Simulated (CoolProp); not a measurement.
Saturated liquid density (kg/m³) of CHF3 (R23): the reference equation beside estimates from Tc = 26.1 °C, pc = 48.32 bar, ω = 0.263. Rackett uses Z = 0.29056 − 0.08775 ω.

Values from CoolProp's reference Helmholtz-energy equation of state, Penoncello 2003.

```
T (°C)  reference  Rackett  van der Waals  Redlich-Kwong  Soave-Redlich-Kwong  Peng-Robinson
------  ---------  -------  -------------  -------------  -------------------  -------------
-65.85       1382     1303          780.9           1134                 1181           1336
-56.65       1344     1267          759.8           1096                 1145           1297
-47.45       1304     1229          737.3           1056                 1106           1254
-38.35       1262     1190          713.5           1013                 1064           1207
-29.15       1216     1147          687.5          966.3                 1017           1154
-20.05       1167     1101          659.4          915.6                964.8           1095
-10.85       1111     1050          627.8          859.0                905.7           1027
-1.65        1048    991.9          592.0          794.9                837.5          948.2
7.45        971.7    923.3          550.0          720.6                757.1          854.0
16.65       868.6    831.2          495.2          625.5                652.1          730.0
```

Absolute difference from the reference over all 10 rows, mean and median: Rackett 5.4 and 5.7 %, van der Waals 43.4 and 43.5 %, Redlich-Kwong 21.8 and 21.0 %, Soave-Redlich-Kwong 17.9 and 16.8 %, Peng-Robinson 7.1 and 5.6 %.
